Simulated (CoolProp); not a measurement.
Vapour-liquid equilibrium of toluene (1) + m-xylene (2) at 196.75 °C; x and y are mole fractions of (1).

Computed with CoolProp (multi-fluid Helmholtz-energy mixture model, Lemmon 2006 and Zhou 2012; pair parameters Bell 2016).

```json
[
 {"x": "0.05", "bubble pressure (kPa)": "400.4", "y at the bubble point": "0.084", "dew pressure at overall composition x (kPa)": "393.5", "liquid density (mol/L)": "6.571"},
 {"x": "0.15", "bubble pressure (kPa)": "434.5", "y at the bubble point": "0.237", "dew pressure at overall composition x (kPa)": "414.3", "liquid density (mol/L)": "6.647"},
 {"x": "0.25", "bubble pressure (kPa)": "469.2", "y at the bubble point": "0.370", "dew pressure at overall composition x (kPa)": "437.6", "liquid density (mol/L)": "6.724"},
 {"x": "0.35", "bubble pressure (kPa)": "503.8", "y at the bubble point": "0.485", "dew pressure at overall composition x (kPa)": "463.6", "liquid density (mol/L)": "6.802"},
 {"x": "0.45", "bubble pressure (kPa)": "537.9", "y at the bubble point": "0.586", "dew pressure at overall composition x (kPa)": "492.7", "liquid density (mol/L)": "6.882"},
 {"x": "0.55", "bubble pressure (kPa)": "571.1", "y at the bubble point": "0.675", "dew pressure at overall composition x (kPa)": "525.2", "liquid density (mol/L)": "6.965"},
 {"x": "0.65", "bubble pressure (kPa)": "603.3", "y at the bubble point": "0.756", "dew pressure at overall composition x (kPa)": "561.4", "liquid density (mol/L)": "7.050"},
 {"x": "0.75", "bubble pressure (kPa)": "634.3", "y at the bubble point": "0.829", "dew pressure at overall composition x (kPa)": "601.0", "liquid density (mol/L)": "7.140"},
 {"x": "0.85", "bubble pressure (kPa)": "664.4", "y at the bubble point": "0.899", "dew pressure at overall composition x (kPa)": "643.2", "liquid density (mol/L)": "7.234"},
 {"x": "0.95", "bubble pressure (kPa)": "693.5", "y at the bubble point": "0.966", "dew pressure at overall composition x (kPa)": "686.5", "liquid density (mol/L)": "7.334"}
]
```

No azeotrope shows between x = 0.05 and 0.95.

The pair parameters rest on a limited set of measurements; away from them the model extrapolates.
